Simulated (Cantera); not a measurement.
# Premixed flame

A freely propagating, adiabatic, planar premixed flame of 4.05 % C3H8, 23.8 % O2, 69.3 % N2, 2.84 % H2O, equivalence ratio 0.85, unburnt at 475 K and 1.90 bar; mixture-averaged transport, grid criteria slope 0.08 and curve 0.16, no radiation.

Model: GRI-Mech 3.0 (53 species, 325 reactions), integrated in Cantera. GRI-Mech 3.0 was tuned for natural gas; its chemistry of propane as a main component is partial and can be far from experiment. Burning velocities carry a grid error of a few per cent, more on coarse grids.

```csv
z (mm),T (K),u (m/s),x C3H8,x O2,x H2O,x HCO,x CH3,x H2O2
-0.449,475,1.07,0.0405,0.238,0.0284,<1e-8,<1e-8,1.22e-8
-0.299,476,1.08,0.0405,0.238,0.0285,<1e-8,<1e-8,1.70e-7
-0.225,480,1.09,0.0404,0.237,0.0291,<1e-8,4.02e-8,9.08e-7
-0.150,515,1.17,0.0400,0.233,0.0338,<1e-8,7.83e-7,7.34e-6
-0.0748,840,1.96,0.0322,0.199,0.0659,4.91e-7,0.000193,4.21e-5
-0.0374,1268,3.05,0.0140,0.154,0.102,2.06e-5,0.00158,4.81e-5
0,1698,4.18,0.000726,0.102,0.138,9.50e-5,0.00151,4.72e-6
0.0374,1897,4.68,1.52e-6,0.0718,0.154,2.88e-5,0.000181,9.24e-7
0.0748,1969,4.83,<1e-8,0.0593,0.158,2.41e-6,1.15e-5,6.72e-7
0.150,2055,5.00,<1e-8,0.0507,0.159,9.51e-8,6.03e-8,5.34e-7
0.299,2158,5.21,<1e-8,0.0453,0.162,3.99e-8,<1e-8,3.95e-7
0.599,2262,5.42,<1e-8,0.0414,0.168,1.57e-8,<1e-8,2.96e-7
1.20,2345,5.59,<1e-8,0.0383,0.173,<1e-8,<1e-8,2.54e-7
```
x: mole fraction of selected species; z is measured from the peak of heat release.

```
Quantity                     Value
------------------------  --------
laminar burning velocity  107 cm/s
thermal thickness         0.150 mm
peak x(HCO)                9.50e-5
peak x(CH3)                0.00214
peak x(H2O2)               5.27e-5
grid points                    152
```
